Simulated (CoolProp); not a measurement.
A single-stage vapour-compression cycle with the fluid: evaporating at 199.15 K (dew point), condensing at 256.15 K (bubble point), superheat 5 K, subcooling 5 K, compressor efficiency 0.6, no pressure losses. The same conditions are run with several fluids, on thermodynamics alone (safety and materials aside).

Values from CoolProp's reference Helmholtz-energy equation of state of each fluid (R22: Kamei 1995; hydrogen chloride: Thol 2018; R125: Lemmon 2005; propane: Lemmon 2009; hydrogen sulfide: Lemmon 2006; nitrous oxide: Lemmon 2006).

```csv
fluid,cooling COP,pressure ratio,discharge temperature (K),refrigerating effect (kJ/kg),volumetric capacity (kJ/m³)
R22,1.69,17.5,389.0,200,162
hydrogen chloride,1.54,8.88,486.5,?,1410
R125,1.66,16.2,?,?,204
propane,1.73,14.2,336.7,347,175
hydrogen sulfide,1.61,12.6,487.4,463,451
nitrous oxide,1.55,8.77,405.9,267,1620
```

Question: Some entries are withheld; supply them.

Answer: 
- hydrogen chloride, refrigerating effect (kJ/kg): 346
- R125, discharge temperature (K): 310.9
- R125, refrigerating effect (kJ/kg): 122
